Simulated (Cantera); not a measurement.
Charge: 1 mol C2F6, 1.1 mol HCl, 6 mol H2, at 300 Pa.

These are equilibrium values from Cantera (NASA tables, ideal gas, pure condensed phases), not measurements of a reactor. Candidate condensed phases: C, C6H6, C7H8, C8H18; 118 gas species. The feed counts by its element totals alone. Equilibrium is a limit: real reactors are often held back by kinetics, nucleation or transport.

Q: What share of the C ends up in condensed phases as a function of T (°C), at 1475, 1550, 1625, 1700, 1775, 1850, 1925, 2000, 2075, 2150, 2225, 2300, 2375, 2450?

A: 
| T (°C) | C condensed (%) | as |
|---|---|---|
| 1475 | 100.0 | C(graphite) |
| 1550 | 99.9 | C(graphite) |
| 1625 | 99.9 | C(graphite) |
| 1700 | 99.8 | C(graphite) |
| 1775 | 99.7 | C(graphite) |
| 1850 | 99.5 | C(graphite) |
| 1925 | 99.3 | C(graphite) |
| 2000 | 99.0 | C(graphite) |
| 2075 | 98.5 | C(graphite) |
| 2150 | 98.0 | C(graphite) |
| 2225 | 97.2 | C(graphite) |
| 2300 | 95.9 | C(graphite) |
| 2375 | 93.1 | C(graphite) |
| 2450 | 86.5 | C(graphite) |
